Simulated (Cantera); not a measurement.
Charge: 1 mol CH4, 0.15 mol CO2, equilibrated at 100 Torr.

Equilibrium computed with Cantera from the NASA thermochemical tables; the gas is ideal and each condensed phase is pure. Candidate condensed phases: C, C6H6, C7H8, C8H18, H2O; 131 gas species. Ions and electrons are included (thermal ionisation). Rates play no part. All values below are at 4000 K.

Base state: H 0.787, C 0.0704, CO 0.0644, H2 0.0325, C3 0.0217, C2 0.0177, C2H 0.00471, CH 0.000609 (mole fractions); condensed: gas only.

Problem. What changes in the equilibrium state with this change: CO2 from 0.15 to 0.026 mol?

Solution. 
```tsv
species	before	after
H	0.787	0.819
C	0.0704	0.0769
H2	0.0325	0.0352
CO	0.0644	0.0117
C3	0.0217	0.0283
C2	0.0177	0.0211
C5	8.66e-5	0.000135
C4	9.74e-5	0.000139
```
